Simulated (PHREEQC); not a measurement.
Solution (20 °C): 2.5 mol LiBr, 2.4 mol MgSO4 and 0.00064 mol H4SiO4 per kg of water. Closed to the air; pH follows from the charge balance.

Model: Pitzer model, pitzer.dat, run in PHREEQC.

This is a speciation only: nothing precipitates in the calculation.

### Question
Estimate the pH.

### Answer
pH 5.32.

The solution is supersaturated, for example in SiO2(a), Epsomite, so a real one may precipitate; this is no full list. In brines, pH and single-ion activities rest on the MacInnes convention.
